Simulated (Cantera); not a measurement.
# Equilibrium for abatement and gas-phase synthesis: HF + H2O + N2

Feed: 1 mol HF, 7.3 mol H2O, 46 mol N2, at 3050 K.

Equilibrium computed with Cantera from the NASA thermochemical tables; the gas is ideal and each condensed phase is pure. Candidate condensed phases: H2O; 40 gas species. The ideal-gas law is rough above about 30 bar. Rates play no part.

| P (Pa) | x N2 | x H | x H2O | x O | x H2 | x OH | x HF | x F | x NO |
|---|---|---|---|---|---|---|---|---|---|
| 10 | 0.658 | 0.222 | 2.13e-7 | 0.104 | 0.000146 | 0.000112 | 0.00127 | 0.0131 | 0.000781 |
| 200 | 0.667 | 0.210 | 7.28e-5 | 0.0986 | 0.00262 | 0.00202 | 0.00943 | 0.00512 | 0.00335 |
| 3900 | 0.710 | 0.145 | 0.00829 | 0.0619 | 0.0243 | 0.0170 | 0.0149 | 0.000602 | 0.00957 |
| 77000 | 0.790 | 0.0399 | 0.0589 | 0.0150 | 0.0363 | 0.0223 | 0.0172 | 0.000128 | 0.0108 |
| 1500000 | 0.827 | 0.00686 | 0.102 | 0.00229 | 0.0209 | 0.0115 | 0.0180 | 3.99e-5 | 0.00751 |
| 30000000 | 0.839 | 0.00104 | 0.121 | 0.000301 | 0.00953 | 0.00454 | 0.0183 | 1.34e-5 | 0.00443 |
x: gas mole fraction; nothing condenses.

From 10.0 Pa to 300 bar nothing is condensed.
